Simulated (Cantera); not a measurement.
Charge: 1 mol Si, 2.2 mol Cl₂, held at 725 °C and 0.0570 Torr.

Cantera equilibrium calculation (NASA polynomials, part measured and part estimated; ideal gas, pure solids and liquids). Candidate condensed phases: Si; 9 gas species. Equilibrium is a limit: real reactors are often held back by kinetics, nucleation or transport.

Base state: SiCl₄ 0.826, Cl₂ 0.157, Cl 0.0171 (mole fractions); condensed: gas only.

### Question
What changes in the equilibrium state with this change: Cl₂ from 2.2 to 2 mol?

### Answer
```tsv
species	before	after
SiCl₄	0.826	1.000
SiCl₃	1.50e-7	5.72e-5
Cl	0.0171	5.42e-5
Cl₂	0.157	1.57e-6
```
The tables' values for SiCl₃ are old estimates; treat these amounts as uncertain.
